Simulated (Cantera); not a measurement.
Gas mixture: CH₄ = 0.64 (molar parts), at 180 Torr, frozen composition.

Cantera's kinetic-theory transport with the Lennard-Jones parameters of GRI-Mech 3.0, ideal gas; thermal conductivity in the multicomponent form. The composition is frozen, though it would react at the higher temperatures.

One state of this run: ρ (kg/m³) = 0.0356; cp (J/kg/K) = 5281; μ (µPa s) = 32.9; λ (mW/m/K) = 238; Pr = 0.730; D (cm²/s) CH₃ = 12.3; D (cm²/s) H = 59.6; D (cm²/s) CH₄ = 0.000. D: mixture-averaged diffusion coefficient of that species in the mixture.

Which value of T (K) does it belong to?
(A) 700
(B) 1300
(C) 850
(D) 1000

B, 1300
